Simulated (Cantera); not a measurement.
What does this Cantera script print?

```python
import numpy as np
import cantera as ct

gas_names = """
    CL CL2 H HCL H2 N NH NH2 NH3 N2 N2H2 N2H4 Si SiCL SiCL2 SiCL3 SiCL4 SiH SiHCL3 SiH2 SiH2CL2 SiH3
    SiH3CL SiH4 SiN Si2 Si2N Si3
""".split()
cond_names = """
    NH4CL(a) NH4CL(b) Si(cr) Si(L) Si3N4(a)
""".split()


# ... load() reads the species with a 1 bar reference pressure and builds the phases ...
atoms = {
    'Si3H8': {'Si': 3, 'H': 8},
    'Cl2': {'CL': 2},
    'N2': {'N': 2},
}
top_T = {'Si3N4(a)': 2400}  # K; cautious upper limits of use, not melting points


# ... equilibrate(T, P, feed) seeds the gas with the atoms and calls Mixture.equilibrate('TP', solver="vcs", rtol=1e-11, max_steps=5000) ...
results = []
feed = {'Si3H8': 1, 'Cl2': 0.029, 'N2': 3.8}  # mol
T = 1525  # K
P = 1000  # Pa
mix = equilibrate(T, P, feed)
results.append((T, P, feed, dict(zip(mix.species_names, mix.species_moles))))
print(gas.report(threshold=1e-05))
for i in range(1, mix.n_phases):
    print(f"{mix.phase(i).name:16s} {mix.phase_moles(i):12.5e} mol")
```

Result:

```
       temperature   1525 K
          pressure   1000 Pa
           density   0.00081923 kg/m^3
  mean mol. weight   10.387 kg/kmol
   phase of matter   gas

                          1 kg             1 kmol
                     ---------------   ---------------
          enthalpy         3.555e+06        3.6927e+07  J
   internal energy        2.3343e+06        2.4248e+07  J
           entropy             23425        2.4333e+05  J/K
    Gibbs function       -3.2168e+07       -3.3415e+08  J
 heat capacity c_p            3197.2             33211  J/K
 heat capacity c_v            2396.8             24897  J/K

                      mass frac. Y      mole frac. X     chem. pot. / RT
                     ---------------   ---------------   ---------------
                 H        1.8946e-05        0.00019524            -11.82
               HCL          0.034629         0.0098665           -41.957
                H2           0.13219           0.68111            -23.64
                N2           0.83277           0.30879           -31.843
             SiCL2        0.00038009        3.9886e-05           -67.362
     [  +23 minor]        1.1169e-05        3.0118e-06

Si(cr)            0.00000e+00 mol
Si3N4(a)          9.99921e-01 mol
```

Cantera equilibrium calculation (NASA polynomials, part measured and part estimated; ideal gas, pure solids and liquids). The feed counts by its element totals alone.
